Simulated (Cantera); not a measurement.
Cantera run:

```python
import numpy as np
import cantera as ct

gas_names = """
    B BH BH2 BH3 BN BO BO2 B2 B2O B2O2 B2O3 B3O3H3 H HBO HBO2 HNO HNO2 HNO3 HO2 H2 H2O H2O2 H3B3O6 N NH
    NH2 NH3 NH2OH NO NO2 NO3 N2 N2H2 N2H4 N2O O OH O2 O3
""".split()
cond_names = """
    B(b) B(L) BN(s) B2O3(L) B3O3H3(cr) H2O(s) H2O(L)
""".split()


def load(file, names, dense=False):
    # The tables refer to 1 bar. Condensed volumes are neglected.
    table = {s.name: s for s in ct.Species.list_from_file(file)}
    out = []
    for n in names:
        d = dict(table[n].input_data)
        d["thermo"] = dict(d["thermo"], **{"reference-pressure": 1e5})
        if dense:
            d["equation-of-state"] = {"model": "constant-volume", "density": "1e6 g/cm^3"}
        out.append(ct.Species.from_dict(d))
    return out


gas = ct.Solution(thermo="ideal-gas", species=load("nasa_gas.yaml", gas_names))
cond = {s.name: ct.Solution(thermo="fixed-stoichiometry", species=[s], name=s.name)
        for s in load("nasa_condensed.yaml", cond_names, dense=True)}
atoms = {
    'B2O3': {'B': 2, 'O': 3},
    'O2': {'O': 2},
    'N2': {'N': 2},
    'NH3': {'N': 1, 'H': 3},
}
top_T = {'BN(s)': 3200}  # K; cautious upper limits of use, not melting points


def equilibrate(T, P, feed):
    n = {}
    for name, mol in feed.items():
        for a, k in atoms[name].items():
            n[a] = n.get(a, 0.0) + k * mol
    gas.TPX = T, P, n
    mass = sum(n.values()) * gas.mean_molecular_weight
    gas.equilibrate("TP")
    valid = [c for c in cond.values() if c.min_temp <= T <= top_T.get(c.name, c.max_temp)]
    mix = ct.Mixture([(gas, mass / gas.mean_molecular_weight)] + [(c, 0.0) for c in valid])
    mix.T, mix.P = T, P
    mix.equilibrate("TP", solver="vcs", rtol=1e-11, max_steps=5000)
    return mix


results = []
feed = {'B2O3': 1, 'O2': 1.7, 'N2': 0.23, 'NH3': 21}  # mol
P = 12000  # Pa
for T in [1873, 1923, 1973, 2023, 2073, 2123, 2173, 2223, 2273, 2323, 2373, 2423]:
    mix = equilibrate(T, P, feed)
    results.append((T, P, feed, dict(zip(mix.species_names, mix.species_moles))))
    x = sorted(zip(gas.X, gas.species_names), reverse=True)
    print(f"T = {T:g} K  P = {P:g} Pa  gas = {mix.phase_moles(0):.4g} mol")
    print("   x: " + "  ".join(f"{s} {v:.3e}" for v, s in x if v > 1e-06))
    print("   condensed (mol): " + ("  ".join(f"{mix.phase(i).name} {mix.phase_moles(i):.4g}"
          for i in range(1, mix.n_phases) if mix.phase_moles(i) > 1e-12) or "none"))
```

Output:

```
T = 1873 K  P = 12000 Pa  gas = 43.26 mol
   x: H2 6.472e-01  N2 2.480e-01  H2O 5.934e-02  HBO2 4.006e-02  B2O3 2.281e-03  HBO 1.516e-03  H 1.499e-03  BO 5.781e-05  B2O2 1.185e-05  OH 1.067e-05  BO2 8.726e-06
   condensed (mol): none
T = 1923 K  P = 12000 Pa  gas = 43.28 mol
   x: H2 6.463e-01  N2 2.479e-01  H2O 5.976e-02  HBO2 3.947e-02  B2O3 2.400e-03  H 2.186e-03  HBO 1.796e-03  BO 9.506e-05  OH 1.740e-05  B2O2 1.533e-05  BO2 1.391e-05
   condensed (mol): none
T = 1973 K  P = 12000 Pa  gas = 43.3 mol
   x: H2 6.452e-01  N2 2.478e-01  H2O 6.020e-02  HBO2 3.885e-02  H 3.129e-03  B2O3 2.508e-03  HBO 2.104e-03  BO 1.519e-04  OH 2.771e-05  BO2 2.161e-05  B2O2 1.946e-05
   condensed (mol): none
T = 2023 K  P = 12000 Pa  gas = 43.33 mol
   x: H2 6.437e-01  N2 2.476e-01  H2O 6.067e-02  HBO2 3.819e-02  H 4.399e-03  B2O3 2.603e-03  HBO 2.436e-03  BO 2.364e-04  OH 4.318e-05  BO2 3.281e-05  B2O2 2.427e-05
   condensed (mol): none
T = 2073 K  P = 12000 Pa  gas = 43.37 mol
   x: H2 6.419e-01  N2 2.474e-01  H2O 6.116e-02  HBO2 3.749e-02  H 6.083e-03  HBO 2.791e-03  B2O3 2.683e-03  BO 3.586e-04  OH 6.592e-05  BO2 4.873e-05  B2O2 2.974e-05  NO 1.536e-06
   condensed (mol): none
T = 2123 K  P = 12000 Pa  gas = 43.43 mol
   x: H2 6.396e-01  N2 2.471e-01  H2O 6.168e-02  HBO2 3.673e-02  H 8.282e-03  HBO 3.163e-03  B2O3 2.745e-03  BO 5.314e-04  OH 9.877e-05  BO2 7.088e-05  B2O2 3.582e-05  NO 2.482e-06
   condensed (mol): none
T = 2173 K  P = 12000 Pa  gas = 43.49 mol
   x: H2 6.367e-01  N2 2.467e-01  H2O 6.222e-02  HBO2 3.591e-02  H 1.111e-02  HBO 3.547e-03  B2O3 2.787e-03  BO 7.695e-04  OH 1.454e-04  BO2 1.011e-04  B2O2 4.241e-05  NO 3.930e-06  O 1.780e-06
   condensed (mol): none
T = 2223 K  P = 12000 Pa  gas = 43.58 mol
   x: H2 6.331e-01  N2 2.462e-01  H2O 6.278e-02  HBO2 3.501e-02  H 1.471e-02  HBO 3.934e-03  B2O3 2.806e-03  BO 1.090e-03  OH 2.107e-04  BO2 1.415e-04  B2O2 4.935e-05  NO 6.106e-06  O 3.397e-06
   condensed (mol): none
T = 2273 K  P = 12000 Pa  gas = 43.69 mol
   x: H2 6.286e-01  N2 2.456e-01  H2O 6.335e-02  HBO2 3.404e-02  H 1.923e-02  HBO 4.317e-03  B2O3 2.799e-03  BO 1.512e-03  OH 3.008e-04  BO2 1.944e-04  B2O2 5.642e-05  NO 9.323e-06  O 6.314e-06
   condensed (mol): none
T = 2323 K  P = 12000 Pa  gas = 43.83 mol
   x: H2 6.232e-01  N2 2.448e-01  H2O 6.393e-02  HBO2 3.297e-02  H 2.482e-02  HBO 4.684e-03  B2O3 2.765e-03  BO 2.055e-03  OH 4.234e-04  BO2 2.626e-04  B2O2 6.333e-05  NO 1.400e-05  O 1.146e-05
   condensed (mol): none
T = 2373 K  P = 12000 Pa  gas = 44.01 mol
   x: H2 6.167e-01  N2 2.438e-01  H2O 6.450e-02  HBO2 3.179e-02  H 3.166e-02  HBO 5.024e-03  BO 2.737e-03  B2O3 2.702e-03  OH 5.881e-04  BO2 3.486e-04  B2O2 6.977e-05  NO 2.072e-05  O 2.032e-05
   condensed (mol): none
T = 2423 K  P = 12000 Pa  gas = 44.22 mol
   x: H2 6.090e-01  N2 2.426e-01  H2O 6.505e-02  H 3.994e-02  HBO2 3.051e-02  HBO 5.324e-03  BO 3.573e-03  B2O3 2.608e-03  OH 8.070e-04  BO2 4.550e-04  B2O2 7.538e-05  O 3.530e-05  NO 3.022e-05  O2 1.557e-06
   condensed (mol): none
```

Equilibrium computed with Cantera from the NASA thermochemical tables; the gas is ideal and each condensed phase is pure.
